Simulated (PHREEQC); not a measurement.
## Buffer: speciation

Solution (76 °C): 0.0023 mol/kgw HF and 0.00031 mol/kgw NaOH. Closed to the air; pH follows from the charge balance.

All values are PHREEQC results (ion-association model, phreeqc.dat), not measurements.

This is a speciation only: nothing precipitates in the calculation.

Estimate the pH, specific conductance, ionic strength.

pH 3.32; specific conductance 539 µS/cm; ionic strength 0.000802 mol/kgw.

In which forms is F present?

HF 65 %, F- 35 % of the F.

Species that the database lacks are ignored. Constants without temperature data keep their 25 °C values here.
